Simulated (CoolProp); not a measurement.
The numbers come from the reference Helmholtz-energy equation of state, Lemmon 2016 in CoolProp.

Q: For R227EA, give the phase and the isothermal compressibility (1/MPa), fugacity coefficient at 42.65 °C and 12700 kPa; 201.85 °C and 12700 kPa.

A: 
- 42.65 °C and 12700 kPa: liquid; isothermal compressibility 0.00418, fugacity coefficient 0.0879
- 201.85 °C and 12700 kPa: supercritical; isothermal compressibility 0.0501, fugacity coefficient 0.592
